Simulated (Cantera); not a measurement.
Input (Python, Cantera) and output of one run.

```python
import numpy as np
import cantera as ct

gas_names = """
    H HNO HNO2 HNO3 HO2 H2 H2O H2O2 N NH NH2 NH3 NH2OH NO NO2 NO3 N2 N2H2 N2H4 N2O O OH O2 O3 Pb PbO Pb2
""".split()
cond_names = """
    H2O(s) H2O(L) Pb(cr) Pb(L) PbO(rd) PbO(yw) PbO(L) PbO2(s) Pb3O4(s)
""".split()


def load(file, names, dense=False):
    # The tables refer to 1 bar. Condensed volumes are neglected.
    table = {s.name: s for s in ct.Species.list_from_file(file)}
    out = []
    for n in names:
        d = dict(table[n].input_data)
        d["thermo"] = dict(d["thermo"], **{"reference-pressure": 1e5})
        if dense:
            d["equation-of-state"] = {"model": "constant-volume", "density": "1e6 g/cm^3"}
        out.append(ct.Species.from_dict(d))
    return out


gas = ct.Solution(thermo="ideal-gas", species=load("nasa_gas.yaml", gas_names))
cond = {s.name: ct.Solution(thermo="fixed-stoichiometry", species=[s], name=s.name)
        for s in load("nasa_condensed.yaml", cond_names, dense=True)}
atoms = {
    'Pb': {'Pb': 1},
    'H2O': {'H': 2, 'O': 1},
    'N2': {'N': 2},
}
top_T = {'Pb3O4(s)': 820}  # K; cautious upper limits of use, not melting points


def equilibrate(T, P, feed):
    n = {}
    for name, mol in feed.items():
        for a, k in atoms[name].items():
            n[a] = n.get(a, 0.0) + k * mol
    gas.TPX = T, P, n
    mass = sum(n.values()) * gas.mean_molecular_weight
    gas.equilibrate("TP")
    valid = [c for c in cond.values() if c.min_temp <= T <= top_T.get(c.name, c.max_temp)]
    mix = ct.Mixture([(gas, mass / gas.mean_molecular_weight)] + [(c, 0.0) for c in valid])
    mix.T, mix.P = T, P
    mix.equilibrate("TP", solver="vcs", rtol=1e-11, max_steps=5000)
    return mix


results = []
feed = {'Pb': 1, 'H2O': 8.3, 'N2': 110}  # mol
T = 1298  # K
P = 830000  # Pa
mix = equilibrate(T, P, feed)
results.append((T, P, feed, dict(zip(mix.species_names, mix.species_moles))))
x = sorted(zip(gas.X, gas.species_names), reverse=True)
print(f"T = {T:g} K  P = {P:g} Pa  gas = {mix.phase_moles(0):.4g} mol")
print("   x: " + "  ".join(f"{s} {v:.3e}" for v, s in x if v > 0.001))
print("   condensed (mol): " + ("  ".join(f"{mix.phase(i).name} {mix.phase_moles(i):.4g}"
      for i in range(1, mix.n_phases) if mix.phase_moles(i) > 1e-12) or "none"))
```

Output:

```
T = 1298 K  P = 830000 Pa  gas = 118.3 mol
   x: N2 9.295e-01  H2O 7.009e-02
   condensed (mol): Pb(L) 0.9586
```

Method: chemical equilibrium by Gibbs-energy minimisation in Cantera with the NASA 1993 tables (ideal gas, pure condensed phases). Gases not in the tables: (PbO)n polymers.
